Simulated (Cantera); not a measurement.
An adiabatic, constant-pressure homogeneous reactor starts with CH4 : O2 : N2 = 1 : 4.08 : 15.3 (molar parts), equivalence ratio 0.49, at 1425 K and 233 Torr. Integrator tolerance rtol = 1e-08.

Model: GRI-Mech 3.0 (53 species, 325 reactions), integrated in Cantera.

**Question.** What does this change do: 0.042 parts H2 added?

**Answer.** 
```
quantity                                                            before                                    after
---------------------------------  ---------------------------------------  ---------------------------------------
time of steepest temperature rise                                  4.82 ms                                  3.80 ms
temperature at 6.00 s                                               2326 K                                   2333 K
equilibrium temperature                                             2326 K                                   2333 K
x(CH4) at 6.00 s                     <1e-12 (gas-phase equilibrium <1e-12)    <1e-12 (gas-phase equilibrium <1e-12)
x(O2) at 6.00 s                      0.0949 (gas-phase equilibrium 0.0949)    0.0937 (gas-phase equilibrium 0.0937)
x(O) at 6.00 s                     0.00321 (gas-phase equilibrium 0.00321)  0.00332 (gas-phase equilibrium 0.00332)
x(NO2) at 6.00 s                   4.37e-6 (gas-phase equilibrium 4.37e-6)  4.34e-6 (gas-phase equilibrium 4.34e-6)
x(C2H4) at 6.00 s                    <1e-12 (gas-phase equilibrium <1e-12)    <1e-12 (gas-phase equilibrium <1e-12)
```
